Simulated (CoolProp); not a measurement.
Saturation properties of the fluoroketone C6F12O (FK-5-1-12).

Computed with CoolProp (reference Helmholtz-energy equation of state, McLinden 2015).

```csv
T (K),p (kPa),enthalpy of vaporisation (kJ/kg),vapour Z
313.6,74.41,90.48,0.9482
317.6,86.12,89.31,0.9425
321.7,99.57,88.10,0.9363
325.7,114.2,86.89,0.9298
329.8,130.9,85.64,0.9227
333.8,149.0,84.39,0.9154
337.9,169.5,83.09,0.9073
341.9,191.4,81.78,0.8991
346,216.2,80.42,0.8900
350,242.6,79.06,0.8807
```

It boils at 322.2 K under 1 atm.
